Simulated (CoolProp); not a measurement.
A simple Rankine cycle with water: condensing at 329.15 K, boiler at 5.74 MPa, turbine inlet 585.8 K, turbine efficiency 0.85, pump efficiency 0.6, no recuperator. Each further row changes one setting.

Values from CoolProp's reference Helmholtz-energy equation of state, Wagner 2002.

```json
[
 {"case": "as stated", "thermal efficiency (%)": "28.9", "net work (kJ/kg)": "…", "heat in (kJ/kg)": "2690", "turbine exit temperature (K)": "329.1", "volume ratio over the turbine": "185"},
 {"case": "turbine inlet 605.8 K", "thermal efficiency (%)": "29.1", "net work (kJ/kg)": "…", "heat in (kJ/kg)": "…", "turbine exit temperature (K)": "329.1", "volume ratio over the turbine": "…"},
 {"case": "condensing temperature 321.15 K", "thermal efficiency (%)": "…", "net work (kJ/kg)": "816", "heat in (kJ/kg)": "2730", "turbine exit temperature (K)": "321.1", "volume ratio over the turbine": "…"},
 {"case": "boiler pressure 4.02 MPa", "thermal efficiency (%)": "27.7", "net work (kJ/kg)": "…", "heat in (kJ/kg)": "2750", "turbine exit temperature (K)": "329.1", "volume ratio over the turbine": "…"},
 {"case": "turbine efficiency 0.75", "thermal efficiency (%)": "25.5", "net work (kJ/kg)": "686", "heat in (kJ/kg)": "2690", "turbine exit temperature (K)": "329.1", "volume ratio over the turbine": "194"}
]
```

### Question
Some entries are withheld; supply them.

### Answer

- as stated, net work (kJ/kg): 779
- turbine inlet 605.8 K, net work (kJ/kg): 802
- turbine inlet 605.8 K, heat in (kJ/kg): 2760
- turbine inlet 605.8 K, volume ratio over the turbine: 178
- condensing temperature 321.15 K, thermal efficiency (%): 29.9
- condensing temperature 321.15 K, volume ratio over the turbine: 265
- boiler pressure 4.02 MPa, net work (kJ/kg): 763
- boiler pressure 4.02 MPa, volume ratio over the turbine: 127

The expansion ends wet for: as stated; turbine inlet 605.8 K; condensing temperature 321.15 K; boiler pressure 4.02 MPa; turbine efficiency 0.75.
